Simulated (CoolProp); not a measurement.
Saturation properties of hexamethyldisiloxane (MM) (Tc = 518.7 K, pc = 1.931 MPa, ω = 0.418).

Computed with CoolProp (reference Helmholtz-energy equation of state, Thol 2016).

```json
[
 {"T (K)": "388.2", "p (MPa)": "0.1516", "enthalpy of vaporisation (kJ/kg)": "184.8", "vapour Z": "0.9157"},
 {"T (K)": "395.7", "p (MPa)": "0.1842", "enthalpy of vaporisation (kJ/kg)": "180.6", "vapour Z": "0.9034"},
 {"T (K)": "403.2", "p (MPa)": "0.2218", "enthalpy of vaporisation (kJ/kg)": "176.2", "vapour Z": "0.8898"},
 {"T (K)": "410.8", "p (MPa)": "0.2656", "enthalpy of vaporisation (kJ/kg)": "171.5", "vapour Z": "0.8748"},
 {"T (K)": "418.3", "p (MPa)": "0.3150", "enthalpy of vaporisation (kJ/kg)": "166.7", "vapour Z": "0.8587"},
 {"T (K)": "425.8", "p (MPa)": "0.3711", "enthalpy of vaporisation (kJ/kg)": "161.7", "vapour Z": "0.8411"},
 {"T (K)": "433.4", "p (MPa)": "0.4354", "enthalpy of vaporisation (kJ/kg)": "?", "vapour Z": "0.8218"},
 {"T (K)": "440.9", "p (MPa)": "0.5068", "enthalpy of vaporisation (kJ/kg)": "150.9", "vapour Z": "0.8011"},
 {"T (K)": "448.4", "p (MPa)": "0.5867", "enthalpy of vaporisation (kJ/kg)": "145.0", "vapour Z": "0.7786"},
 {"T (K)": "455.9", "p (MPa)": "0.6759", "enthalpy of vaporisation (kJ/kg)": "138.7", "vapour Z": "0.7542"},
 {"T (K)": "463.5", "p (MPa)": "0.7766", "enthalpy of vaporisation (kJ/kg)": "131.9", "vapour Z": "0.7272"},
 {"T (K)": "471", "p (MPa)": "0.8869", "enthalpy of vaporisation (kJ/kg)": "124.6", "vapour Z": "?"},
 {"T (K)": "478.5", "p (MPa)": "1.009", "enthalpy of vaporisation (kJ/kg)": "?", "vapour Z": "0.6659"},
 {"T (K)": "486", "p (MPa)": "1.144", "enthalpy of vaporisation (kJ/kg)": "107.6", "vapour Z": "0.6303"},
 {"T (K)": "493.6", "p (MPa)": "1.296", "enthalpy of vaporisation (kJ/kg)": "97.16", "vapour Z": "0.5894"}
]
```

Question: Complete the blanks.

Answer: 
- 433.4, enthalpy of vaporisation (kJ/kg): 156.4
- 471, vapour Z: 0.6980
- 478.5, enthalpy of vaporisation (kJ/kg): 116.5

It boils at 373.7 K under 1 atm.
